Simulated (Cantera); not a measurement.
An isothermal, constant-pressure homogeneous reactor starts with H2 : O2 : N2 = 0.78 : 1 : 6.6 (molar parts), equivalence ratio 0.39, at 1223 K and 113 Torr.

Cantera simulation using GRI-Mech 3.0 (53 species, 325 reactions); the numbers are that mechanism's predictions, not measurements. The temperature is held fixed by assumption; the heat of reaction is taken as removed at once.

One state of this run: x H2 = 8.08e-8; x O2 = 0.0763; x H = 9.50e-10; x N2O = 6.84e-8; x O = 1.28e-7; x NO = 7.16e-6; x HO2 = 6.20e-9. x: mole fraction; the columns are a selection and need not sum to one.

**Question.** Which value of t (s) does it belong to?
A. 1.10
B. 22.2
C. 4.95
D. 0.00270

**Answer.** A, 1.10
